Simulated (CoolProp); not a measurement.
Ammonia at 345.74 K and 15.9 MPa is throttled through a valve to 9.8 MPa with no heat exchange. Each further row changes one setting.

Computed with CoolProp (reference Helmholtz-energy equation of state, Gao 2020).

| case | temperature change (K) | final phase | final density (kg/m³) |
|---|---|---|---|
| as stated | -0.4 | liquid | 534 |
| outlet pressure 2.94 MPa | -7.7 | two-phase, vapour fraction 0.037 | 296 |
| outlet pressure 12.7 MPa | -0.2 | liquid | 539 |
